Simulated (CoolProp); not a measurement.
Properties of isohexane at several states (Tc = 497.7 K, pc = 3043 kPa, ω = 0.280).

Computed with CoolProp (reference Helmholtz-energy equation of state, Lemmon 2006). It is a short technical equation, of lower accuracy than the large ones.

```csv
T (K),p (kPa),phase,density (kg/m³),cv (kJ/(kg K)),speed of sound (m/s),Joule-Thomson coefficient (K/MPa),expansivity (1/kK),fugacity coefficient
430.8,5810,liquid,521.9,2.283,570.0,0.01864,2.387,0.1806
447,12.9,gas,0.2997,2.238,211.7,10.40,2.253,0.9979
241.4,9810,liquid,706.0,1.512,1366,-0.5166,1.159,0.0002550
496.4,142,gas,3.014,2.445,219.8,7.614,2.132,0.9838
126.3,4240,liquid,802.5,1.257,1987,-0.6000,1.193,2.412e-11
```
